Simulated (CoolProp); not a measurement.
A closed Brayton cycle with dry air: compressor inlet 317.15 K and 6.2 MPa, high pressure 15.2 MPa, turbine inlet 900 K, compressor efficiency 0.85, turbine efficiency 0.85, recuperator effectiveness 0.8 (on enthalpy, no pinch check). Each further row changes one setting.

Model: reference Helmholtz-energy equation of state, Lemmon 2000, in CoolProp. It is a pseudo-pure fit of the blend.

| case | thermal efficiency (%) | net work (kJ/kg) | compressor to turbine work | compressor exit (K) | turbine exit (K) |
|---|---|---|---|---|---|
| as stated | 27.4 | 69.7 | 0.62 | 427.2 | 740.7 |
| turbine inlet 850 K | 25.3 | 59.5 | 0.65 | 427.2 | 698.1 |
| compressor inlet 327.15 K | 26.2 | 65.9 | 0.64 | 440.5 | 740.7 |
| high pressure 12.9 MPa | 26.6 | 62.3 | 0.59 | 405.0 | 767.5 |
| recuperator effectiveness 0.5 | 19.6 | 69.7 | 0.62 | 427.2 | 740.7 |
